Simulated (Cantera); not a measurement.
Thermodynamics of silicon nitride deposition, feed trisilylamine + N2 + NH3

A closed system holds: 1 mol trisilylamine, 0.7 mol N2, 0.24 mol NH3, at 10000 Pa.

These are equilibrium values from Cantera (NASA tables, ideal gas, pure condensed phases), not measurements of a reactor. Candidate condensed phases: Si, Si3N4; 18 gas species. The feed counts by its element totals alone. Mutual solubility and eutectic melting of coexisting phases are not modelled. Gases not in the tables: Si2H6 and higher silanes. The numbers say what is thermodynamically allowed, not how fast it happens.

From 773 K to 1673 K the condensed part is Si(s) + Si3N4(s). At 1773 K the condensed part is Si(l) + Si3N4(s). At 1873 K the condensed part is Si(l). The main Si-bearing gas is SiH4 at 773 K and Si at 1873 K.

| T (K) | x H2 | x N2 | x H | x Si | n Si(s) | n Si3N4(s) | n Si(l) |
|---|---|---|---|---|---|---|---|
| 773 | 1.00 | <1e-12 | 2.87e-12 | <1e-12 | 1.02 | 0.660 | 0 |
| 873 | 1.00 | <1e-12 | 1.48e-10 | <1e-12 | 1.02 | 0.660 | 0 |
| 973 | 1.00 | 4.70e-11 | 3.42e-9 | <1e-12 | 1.02 | 0.660 | 0 |
| 1073 | 1.00 | 3.45e-9 | 4.43e-8 | <1e-12 | 1.02 | 0.660 | 0 |
| 1173 | 1.000 | 1.21e-7 | 3.73e-7 | 4.95e-12 | 1.02 | 0.660 | 0 |
| 1273 | 1.000 | 2.41e-6 | 2.26e-6 | 1.80e-10 | 1.02 | 0.660 | 0 |
| 1373 | 1.000 | 3.07e-5 | 1.05e-5 | 3.88e-9 | 1.02 | 0.660 | 0 |
| 1473 | 1.000 | 0.000276 | 4.00e-5 | 5.47e-8 | 1.02 | 0.659 | 0 |
| 1573 | 0.998 | 0.00186 | 0.000128 | 5.50e-7 | 1.03 | 0.655 | 0 |
| 1673 | 0.990 | 0.00995 | 0.000358 | 4.18e-6 | 1.09 | 0.636 | 0 |
| 1773 | 0.943 | 0.0563 | 0.000873 | 2.13e-5 | 0 | 0.515 | 1.45 |
| 1873 | 0.785 | 0.213 | 0.00181 | 8.82e-5 | 0 | 0 | 3.00 |
x: gas mole fraction; n: condensed amount in mol.
